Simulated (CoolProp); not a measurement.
Carbonyl sulfide along the isobar 25.6 MPa: Z from the reference equation and from simpler models built on Tc = 105.6 °C, pc = 6.369 MPa, ω = 0.098; each cubic takes its own stable root.

Computed with CoolProp (reference Helmholtz-energy equation of state, Lemmon 2006). It is a short technical equation, of lower accuracy than the large ones.

| T (°C) | phase | reference |
|---|---|---|
| 33.25 | liquid | 0.5768 |
| 48.35 | liquid | 0.5673 |
| 63.45 | liquid | 0.5604 |
| 78.55 | liquid | 0.5563 |
| 93.65 | liquid | 0.5549 |
| 108.75 | supercritical | 0.5565 |
| 123.85 | supercritical | 0.5612 |
| 138.95 | supercritical | 0.5692 |
| 153.95 | supercritical | 0.5807 |
| 169.05 | supercritical | 0.5961 |
| 184.15 | supercritical | 0.6151 |
| 199.25 | supercritical | 0.6373 |
| 214.35 | supercritical | 0.6622 |
| 229.45 | supercritical | 0.6886 |
| 244.55 | supercritical | 0.7155 |
| 259.65 | supercritical | 0.7420 |

Q: How far does each simpler model (van der Waals, Peng-Robinson) lie from the reference over these 16 states: mean and median of the absolute difference, and the worst?

A: 
- van der Waals: mean 25.7 %, median 27.8 %, worst +44.2 % at 33.25 °C and 25.6 MPa
- Peng-Robinson: mean 2.9 %, median 1.7 %, worst -6.7 % at 33.25 °C and 25.6 MPa
